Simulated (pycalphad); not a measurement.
All values are pycalphad results on the COST 507 light-alloy database (1999) (1 atm), not direct measurements. The data set is of 1999 and partly superseded. Amounts are mole fractions of atoms.

Problem. Give the equilibrium state of Si-8.532Al (wt.%) at 257 °C.

Solution. 
```
T = 530.00 K, P = 101325 Pa, N = 1 mol of atoms
G = -12009 J/mol, H = 5221 J/mol, S = 32.51 J/(mol K)  (SER reference)
chemical potentials (J/mol): Si -11539, Al -16850
phase             fraction      x(Si)      x(Al)
DIAMOND_A4          0.9115     1.0000    5.7e-11
FCC_A1              0.0885   0.000252     0.9997
```

Problem. Give the equilibrium state of Si-8.532Al (wt.%) at 977 °C.

Solution. 
```
T = 1250.00 K, P = 101325 Pa, N = 1 mol of atoms
G = -45396 J/mol, H = 27828 J/mol, S = 58.58 J/(mol K)  (SER reference)
chemical potentials (J/mol): Si -42985, Al -70226
phase             fraction      x(Si)      x(Al)
DIAMOND_A4          0.8473     1.0000   4.91e-05
LIQUID              0.1527     0.4208     0.5792
```

FCC_A1 is fcc; DIAMOND_A4 is diamond (Si).
